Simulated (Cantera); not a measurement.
**Diamond growth**

A diamond (100) surface in a fixed gas of H2 with x(CH4) = 0.014, x(H) = 0.00077, at 1175 K, 4200 Pa; coverages are run to steady state.

Detailed kinetics in Cantera: the Harris–Goodwin 1993 mechanism for the reconstructed diamond (100) surface.

```csv
x(CH3),growth (µm/h),θ c6HH,θ c6H*,θ c6*H,θ c6**,θ c6HM
1e-06,0.00440,0.483,0.0344,0.463,0.0196,2.30e-5
2.1e-06,0.00924,0.483,0.0344,0.463,0.0196,4.82e-5
4.3e-06,0.0189,0.482,0.0344,0.463,0.0196,9.87e-5
8.8e-06,0.0387,0.482,0.0344,0.463,0.0196,0.000202
1.8e-05,0.0789,0.482,0.0344,0.463,0.0195,0.000412
3.8e-05,0.166,0.482,0.0344,0.463,0.0194,0.000869
7.8e-05,0.338,0.481,0.0343,0.462,0.0192,0.00177
0.00016,0.683,0.480,0.0342,0.460,0.0188,0.00361
0.00033,1.37,0.477,0.0339,0.457,0.0180,0.00729
```
θ: site fractions in the mechanism's names (c6HH fully hydrogenated, c6H* and c6*H radical sites, c6** diradical, c6HM methylated).
